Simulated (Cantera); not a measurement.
Premixed flame

A freely propagating, adiabatic, planar premixed flame of 49.2 % H2, 10.7 % O2, 40.2 % N2, equivalence ratio 2.3, unburnt at 625 K and 0.230 bar; mixture-averaged transport, grid criteria slope 0.08 and curve 0.16, no radiation.

Cantera simulation using the H2/O2 subset of GRI-Mech 3.0, which has no nitrogen chemistry; the numbers are that mechanism's predictions, not measurements. Burning velocities carry a grid error of a few per cent, more on coarse grids.

```csv
z (mm),T (K),u (m/s),x H2,x O2,x HO2,x H2O,x OH,x H2O2
-9.39,625,7.87,0.492,0.107,<1e-8,<1e-8,<1e-8,<1e-8
-6.26,625,7.87,0.492,0.107,<1e-8,<1e-8,<1e-8,<1e-8
-4.70,625,7.87,0.492,0.107,<1e-8,<1e-8,<1e-8,<1e-8
-3.13,625,7.87,0.492,0.107,1.15e-6,1.12e-7,<1e-8,<1e-8
-1.57,639,8.03,0.489,0.106,5.95e-5,0.000861,3.33e-5,5.30e-7
-0.783,772,9.58,0.464,0.102,3.92e-5,0.0131,0.000252,5.19e-7
0,1124,13.6,0.337,0.0590,1.59e-5,0.104,0.00172,3.08e-7
0.783,1361,16.4,0.241,0.00661,1.77e-6,0.206,0.00246,1.62e-7
1.57,1450,17.4,0.237,0.000877,2.20e-7,0.219,0.00263,1.26e-7
3.13,1550,18.4,0.245,0.000463,1.08e-7,0.221,0.00312,1.14e-7
6.26,1664,19.6,0.256,0.000382,8.32e-8,0.223,0.00354,8.64e-8
12.5,1783,20.8,0.267,0.000280,5.97e-8,0.225,0.00370,5.34e-8
25.0,1898,22.0,0.278,0.000178,3.99e-8,0.228,0.00350,2.90e-8
```
x: mole fraction of selected species; z is measured from the peak of heat release.

```
Item                        Result
------------------------  --------
laminar burning velocity  787 cm/s
thermal thickness          3.13 mm
peak x(HO2)                5.95e-5
peak x(OH)                 0.00370
peak x(H2O2)               7.21e-7
grid points                    146
```
